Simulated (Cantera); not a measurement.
Charge: 1 mol Ta2O5, 2.1 mol C, 2.7 mol H2, 1.5 mol CH4, equilibrated at 7.10 mbar.

These are equilibrium values from Cantera (NASA tables, ideal gas, pure condensed phases), not measurements of a reactor. Candidate condensed phases: C, C6H6, C7H8, C8H18, H2O, Ta, TaC, Ta2O5; 113 gas species. Mutual solubility and eutectic melting of coexisting phases are not modelled. TaC: taken at fixed stoichiometry. Condensed phases not in the tables: Ta2C. Equilibrium is a limit: real reactors are often held back by kinetics, nucleation or transport. All values below are at 1575 °C.

Base state: H2 0.684, CO 0.310, H 0.00520, H2O 0.000971, CO2 0.000110 (mole fractions); condensed: TaC(s) + Ta2O5(s).

### Question
What changes in the equilibrium state with this change: Ta2O5 replaced by Fe2O3?

### Answer
```csv
species,before,after
H2,0.684,0.646
CO,0.310,0.341
Fe,0,0.00803
C2H2 (acetylene),<1e-9,0.000166
H2O,0.000971,3.54e-7
"TaC(s), mol",1.03,0
"Ta2O5(s), mol",0.484,0
"C(graphite), mol",0,0.597
"Fe(l), mol",0,1.93
```
Iron dissolves carbon and melts from about 1420 K in contact with it, which pure phases cannot show. Condensed phases not in the tables: cementite and carbon dissolved in iron. Further candidate phases: Fe, Fe(CO)5, FeO, Fe(OH)2, Fe(OH)3, Fe2O3, Fe3O4.
